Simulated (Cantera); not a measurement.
Equilibrium for silicates and aluminates: SiO2 + MgO + N2

Charge: 1 mol SiO2, 0.93 mol MgO, 0.68 mol N2, held at 10.0 mbar.

Equilibrium computed with Cantera from the NASA thermochemical tables; the gas is ideal and each condensed phase is pure. Candidate condensed phases: Mg, MgO, MgSiO3, Mg2SiO4, Si, SiO2, Si2N2O, Si3N4; 20 gas species. Mutual solubility and eutectic melting of coexisting phases are not modelled. The tables hold silica as quartz up to 1696 K and as liquid above; real silica turns to tridymite and cristobalite and melts near 1996 K. Condensed phases not in the tables: alloys, solid solutions and most ternary compounds. The numbers say what is thermodynamically allowed, not how fast it happens.

| T (K) | x N2 | x SiO | x NO | x O2 | x O | n MgSiO3(s) | n SiO2(β-quartz) | n SiO2(condensed) |
|---|---|---|---|---|---|---|---|---|
| 1248 | 1.00 | 7.42e-11 | 7.84e-11 | <1e-12 | <1e-12 | 0.930 | 0.0700 | 0 |
| 1298 | 1.00 | 3.86e-10 | 4.06e-10 | <1e-12 | <1e-12 | 0.930 | 0.0700 | 0 |
| 1348 | 1.00 | 1.77e-9 | 1.85e-9 | 1.99e-12 | 5.75e-12 | 0.930 | 0.0700 | 0 |
| 1398 | 1.00 | 7.31e-9 | 7.58e-9 | 1.85e-11 | 3.95e-11 | 0.930 | 0.0700 | 0 |
| 1448 | 1.00 | 2.73e-8 | 2.80e-8 | 1.47e-10 | 2.37e-10 | 0.930 | 0.0700 | 0 |
| 1498 | 1.00 | 9.38e-8 | 9.46e-8 | 1.01e-9 | 1.25e-9 | 0.930 | 0.0700 | 0 |
| 1548 | 1.000 | 2.99e-7 | 2.93e-7 | 6.01e-9 | 5.92e-9 | 0.930 | 0.0700 | 0 |
| 1598 | 1.000 | 8.90e-7 | 8.37e-7 | 3.15e-8 | 2.51e-8 | 0.930 | 0.0700 | 0 |
| 1648 | 1.000 | 2.51e-6 | 2.22e-6 | 1.45e-7 | 9.66e-8 | 0.930 | 0.0700 | 0 |
| 1698 | 1.000 | 6.74e-6 | 5.46e-6 | 5.95e-7 | 3.38e-7 | 0.930 | 0 | 0.0700 |
| 1748 | 1.000 | 1.72e-5 | 1.25e-5 | 2.14e-6 | 1.07e-6 | 0.930 | 0 | 0.0700 |
| 1798 | 1.000 | 4.23e-5 | 2.68e-5 | 6.96e-6 | 3.15e-6 | 0.930 | 0 | 0.0700 |
x: gas mole fraction; n: condensed amount in mol.

From 1248 K to 1648 K the condensed part is MgSiO3(s) + SiO2(β-quartz). From 1698 K to 1798 K the condensed part is MgSiO3(s) + SiO2(condensed).
